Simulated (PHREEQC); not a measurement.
Solution (25 °C): 1.7 mol NaCl, 0.15 mol Na2SO4 and 0.00071 mol H4SiO4 per kg of water. Closed to the air; pH follows from the charge balance.

Computed with PHREEQC (Pitzer model, pitzer.dat).

Precipitation was switched off in this run.

What pH does the model give?

pH 6.33.

In brines, pH and single-ion activities rest on the MacInnes convention.
